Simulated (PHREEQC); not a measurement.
## Leach liquor (model solution)

Solution (50 °C): 0.0041 mol/kgw HCl, 0.012 mol/kgw LiCl and 0.025 mol/kgw MgSO4. Closed to the air; pH follows from the charge balance.

All values are PHREEQC results (ion-association model, phreeqc.dat), not measurements.

```json
{
  "pH": "2.73",
  "ionic_strength": "0.0659 mol/kgw",
  "specific_conductance": "7370 µS/cm",
  "density": "0.991 g/cm³",
  "total_alkalinity": "-4.10 meq/kg"
}
```

| species | molality | activity | log γ |
|---|---|---|---|
| Cl- | 0.0161 | 0.0127 | -0.104 |
| Mg+2 | 0.0135 | 0.00589 | -0.360 |
| Li+ | 0.0118 | 0.00954 | -0.091 |
| MgSO4 | 0.0115 | 0.0117 | 0.007 |
| SO4-2 | 0.0114 | 0.00466 | -0.387 |
| H+ | 0.00220 | 0.00184 | -0.078 |
| HSO4- | 0.00190 | 0.00151 | -0.099 |
| LiSO4- | 0.000242 | 0.000194 | -0.096 |

No solid was allowed to form. Species that the database lacks are ignored. Away from 25 °C the constants follow the database's enthalpies or fits; those with neither stay at their 25 °C values.
